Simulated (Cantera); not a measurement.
Charge: 1 mol MgO, 0.54 mol C, 0.25 mol CO.

Method: chemical equilibrium by Gibbs-energy minimisation in Cantera with the NASA 1993 tables (ideal gas, pure condensed phases). Candidate condensed phases: C, Mg, MgCO3, MgO; 15 gas species. Rates play no part.

What condenses at these points (T in K, P in Pa): (975, 320); (2025, 320); (1575, 10000); (2475, 320); (1875, 32); (1875, 1000000)?


```tsv
T (K)	P in Pa	condensed phases	Mg condensed (%)
975	320	C + MgO	100.0
2025	320	MgO	45.7
1575	10000	C + MgO	100.0
2475	320	gas only	0.0
1875	32	MgO	45.7
1875	1000000	C + MgO	100.0
```
